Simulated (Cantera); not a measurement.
Input: 1 mol Ta2O5, 11 mol CO, 3.1 mol H2, at 0.0970 bar.

Equilibrium computed with Cantera from the NASA thermochemical tables; the gas is ideal and each condensed phase is pure. Candidate condensed phases: C, C6H6, C7H8, C8H18, H2O, Ta, TaC, Ta2O5; 113 gas species. Mutual solubility and eutectic melting of coexisting phases are not modelled. TaC: taken at fixed stoichiometry. Condensed phases not in the tables: Ta2C, N, O or C dissolved in the metal. The numbers say what is thermodynamically allowed, not how fast it happens.

x: gas mole fraction; n: condensed amount in mol.

| T (K) | x CO | x H2 | x H | x CO2 | n C(graphite) | n Ta2O5(s) | n TaC(s) | n Ta2O5(l) | n Ta(s) |
|---|---|---|---|---|---|---|---|---|---|
| 1075 | 0.770 | 0.220 | 2.21e-8 | ___ | 0.135 | 1.00 | 0 | 0 | 0 |
| 1175 | 0.778 | 0.220 | 1.84e-7 | ___ | 0.0292 | 1.00 | 0 | 0 | 0 |
| 1275 | 0.779 | 0.220 | 1.11e-6 | 0.000793 | 0 | 0.998 | 0.00460 | 0 | 0 |
| 1375 | 0.779 | 0.219 | 5.15e-6 | 0.000784 | 0 | 0.998 | 0.00498 | 0 | 0 |
| 1475 | 0.779 | 0.219 | 1.95e-5 | 0.000776 | 0 | 0.997 | 0.00530 | 0 | 0 |
| 1575 | 0.779 | 0.219 | 6.25e-5 | 0.000769 | 0 | 0.997 | 0.00563 | 0 | 0 |
| 1675 | 0.779 | 0.219 | 0.000175 | 0.000764 | 0 | 0.997 | 0.00595 | 0 | 0 |
| 1775 | 0.779 | 0.219 | 0.000435 | 0.000760 | 0 | 0.997 | 0.00626 | 0 | 0 |
| 1875 | 0.779 | 0.218 | 0.000984 | 0.000757 | 0 | 0.997 | 0.00657 | 0 | 0 |
| 1975 | 0.778 | 0.218 | 0.00205 | 0.000755 | 0 | 0.997 | 0.00686 | 0 | 0 |
| 2075 | 0.778 | 0.217 | 0.00398 | 0.000746 | 0 | 0 | 0.00701 | 0.996 | 0 |
| 2175 | 0.776 | 0.214 | 0.00726 | 0.000710 | 0 | 0 | 0.00664 | 0.996 | 0 |
| 2275 | 0.774 | 0.211 | 0.0125 | 0.000676 | 0 | 0 | 0.00522 | 0.993 | 0 |
| 2375 | 0.770 | 0.206 | 0.0205 | ___ | 0 | 0 | 0 | 0.983 | 0.00328 |

Question: Fill in the missing entries.

Answer: 
- 1075, x CO2: 0.00782
- 1175, x CO2: 0.00159
- 2375, x CO2: 0.000775
